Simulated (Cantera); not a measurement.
What does this Cantera script print?

```python
import numpy as np
import cantera as ct

gas = ct.Solution("gri30.yaml")
gas.TPX = 1725, 101325, {'CH4': 1, 'H2O': 4.5}
reactor = ct.IdealGasConstPressureReactor(gas, energy="off", clone=False)
net = ct.ReactorNet([reactor])
net.rtol, net.atol = 1e-08, 1e-18
show = ['CH4', 'H2O', 'CH2CO', 'H', 'CH2O', 'O', 'OH']
times = np.geomspace(9e-06, 5, 15)

steps = ct.SolutionArray(gas, extra=["t"])
rows = []
print(f"{'t/s':>10s}{'T/K':>9s}{'P/Pa':>11s}" + "".join(f"{s:>11s}" for s in show))
for t in times:
    while net.time < t:
        t_next = net.step()
        steps.append(gas.state, t=t_next)
    rows.append([np.interp(t, steps.t, y) for y in (steps.T, steps.P, *steps(*show).X.T)])
    print(f"{t:10.3e}{rows[-1][0]:9.1f}{rows[-1][1]:11.4g}" + "".join(f"{x:11.3e}" for x in rows[-1][2:]))
rate = np.gradient(steps.T, steps.t)
print("integrator steps:", len(steps.t))
if steps.T.max() > steps.T[0] + 200:
    print(f"time of steepest temperature rise: {steps.t[rate.argmax()]:.4e} s")
gas.TPX = 1725, 101325, {'CH4': 1, 'H2O': 4.5}
gas.equilibrate("TP")
print(f"equilibrium (TP): T = {gas.T:.1f} K  " + "  ".join(f"{s} {gas[s].X[0]:.3e}" for s in show))
```

Output:

```
       t/s      T/K       P/Pa        CH4        H2O      CH2CO          H       CH2O          O         OH
 9.000e-06   1725.0  1.013e+05  1.816e-01  8.181e-01  4.371e-15  1.296e-06  2.949e-08  1.019e-10  2.489e-06
 2.315e-05   1725.0  1.013e+05  1.813e-01  8.180e-01  1.150e-12  1.495e-06  4.182e-07  5.212e-10  5.585e-06
 5.955e-05   1725.0  1.013e+05  1.804e-01  8.177e-01  2.167e-10  2.299e-06  4.477e-06  1.887e-09  1.071e-05
 1.532e-04   1725.0  1.013e+05  1.772e-01  8.168e-01  2.384e-08  4.858e-06  2.757e-05  4.608e-09  1.705e-05
 3.941e-04   1725.0  1.013e+05  1.668e-01  8.119e-01  1.408e-06  1.218e-05  7.503e-05  7.086e-09  2.181e-05
 1.014e-03   1725.0  1.013e+05  1.430e-01  7.950e-01  2.105e-05  2.506e-05  6.447e-05  5.332e-09  2.040e-05
 2.608e-03   1725.0  1.013e+05  1.082e-01  7.647e-01  6.168e-05  4.247e-05  3.610e-05  3.262e-09  1.794e-05
 6.708e-03   1725.0  1.013e+05  7.020e-02  7.278e-01  8.612e-05  6.252e-05  1.857e-05  2.268e-09  1.625e-05
 1.726e-02   1725.0  1.013e+05  4.023e-02  6.834e-01  8.786e-05  8.350e-05  8.931e-06  1.902e-09  1.495e-05
 4.439e-02   1725.0  1.013e+05  2.518e-02  6.245e-01  6.359e-05  1.004e-04  4.287e-06  1.769e-09  1.291e-05
 1.142e-01   1725.0  1.013e+05  1.845e-02  5.535e-01  3.088e-05  1.097e-04  2.056e-06  1.653e-09  1.020e-05
 2.937e-01   1725.0  1.013e+05  1.149e-02  4.880e-01  9.435e-06  1.159e-04  8.549e-07  1.604e-09  8.137e-06
 7.556e-01   1725.0  1.013e+05  4.378e-03  4.490e-01  1.204e-06  1.193e-04  2.626e-07  1.556e-09  7.066e-06
 1.944e+00   1725.0  1.013e+05  5.350e-04  4.378e-01  2.592e-08  1.204e-04  4.610e-08  1.507e-09  6.767e-06
 5.000e+00   1725.0  1.013e+05  3.331e-06  4.367e-01  7.113e-11  1.218e-04  1.908e-08  1.530e-09  6.810e-06
integrator steps: 1869
equilibrium (TP): T = 1725.0 K  CH4 7.946e-09  H2O 4.367e-01  CH2CO 1.725e-13  H 1.218e-04  CH2O 1.891e-08  O 1.532e-09  OH 6.814e-06
```

Detailed kinetics in Cantera: GRI-Mech 3.0 (53 species, 325 reactions).
